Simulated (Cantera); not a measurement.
Feed: 1 mol Al2O3, 1.3 mol N2, equilibrated at 2250 °C and 13.0 mbar.

Equilibrium computed with Cantera from the NASA thermochemical tables; the gas is ideal and each condensed phase is pure. Candidate condensed phases: Al, AlN, Al2O3; 16 gas species. Equilibrium is a limit: real reactors are often held back by kinetics, nucleation or transport.

Base state: N2 0.997, O 0.00101, Al 0.000745, NO 0.000415, AlO 0.000364, Al2O 0.000109, O2 4.99e-5 (mole fractions); condensed: Al2O3(l).

**Question.** What changes in the equilibrium state with this change: pressure from 13.0 mbar to 46.0 mbar?

**Answer.** 
```
species          before     after
-------------  --------  --------
N2                0.997     0.999
O               0.00101  0.000261
Al             0.000745  0.000240
O2              4.99e-5   1.19e-5
AlO            0.000364  0.000107
Al2O           0.000109   3.65e-5
Al2O3(l), mol     0.999     1.000
```
